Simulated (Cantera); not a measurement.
A perfectly stirred reactor is fed with H₂ : O₂ : N₂ = 0.032 : 1 : 3.6 (molar parts), equivalence ratio 0.016, at 24.8 Torr; it is held at 1248 K, and followed from long to short residence time.

Model: the H2/O2 subset of GRI-Mech 3.0, which has no nitrogen chemistry, integrated in Cantera. Radical loss at walls, strong at low pressure, is not modelled.

Task: What does this change do: temperature 1248 to 1050 K?

Result: 
```
quantity                  before     after
----------------------  --------  --------
x(H₂) at τ = 0.470 s     4.95e-5  0.000138
x(O₂) at τ = 0.470 s       0.212     0.213
x(HO₂) at τ = 0.470 s    5.41e-7   1.12e-6
x(OH) at τ = 0.470 s    0.000284  0.000121
x(H₂O₂) at τ = 0.470 s   1.90e-8   4.00e-8
x(H₂) at τ = 33.0 ms    0.000238  0.000634
x(O₂) at τ = 33.0 ms       0.211     0.212
x(HO₂) at τ = 33.0 ms    9.64e-7   2.13e-6
x(OH) at τ = 33.0 ms    0.000579  0.000331
x(H₂O₂) at τ = 33.0 ms   3.21e-8   7.77e-8
```

Task: What does this change do: H2 0.032 to 0.01 parts?

Result: 
```tsv
quantity	before	after
x(H₂) at τ = 0.470 s	4.95e-5	2.21e-5
x(O₂) at τ = 0.470 s	0.212	0.216
x(HO₂) at τ = 0.470 s	5.41e-7	2.73e-7
x(OH) at τ = 0.470 s	0.000284	0.000129
x(H₂O₂) at τ = 0.470 s	1.90e-8	6.70e-9
x(H₂) at τ = 33.0 ms	0.000238	0.000133
x(O₂) at τ = 33.0 ms	0.211	0.215
x(HO₂) at τ = 33.0 ms	9.64e-7	5.11e-7
x(OH) at τ = 33.0 ms	0.000579	0.000257
x(H₂O₂) at τ = 33.0 ms	3.21e-8	1.43e-8
```

Task: What does this change do: temperature 1248 to 1098 K?

Result: 
```json
[
 {"quantity": "x(H₂) at τ = 0.470 s", "before": "4.95e-5", "after": "9.98e-5"},
 {"quantity": "x(O₂) at τ = 0.470 s", "before": "0.212", "after": "0.213"},
 {"quantity": "x(HO₂) at τ = 0.470 s", "before": "5.41e-7", "after": "9.18e-7"},
 {"quantity": "x(OH) at τ = 0.470 s", "before": "0.000284", "after": "0.000151"},
 {"quantity": "x(H₂O₂) at τ = 0.470 s", "before": "1.90e-8", "after": "3.37e-8"},
 {"quantity": "x(H₂) at τ = 33.0 ms", "before": "0.000238", "after": "0.000475"},
 {"quantity": "x(O₂) at τ = 33.0 ms", "before": "0.211", "after": "0.212"},
 {"quantity": "x(HO₂) at τ = 33.0 ms", "before": "9.64e-7", "after": "1.75e-6"},
 {"quantity": "x(OH) at τ = 33.0 ms", "before": "0.000579", "after": "0.000385"},
 {"quantity": "x(H₂O₂) at τ = 33.0 ms", "before": "3.21e-8", "after": "6.31e-8"}
]
```
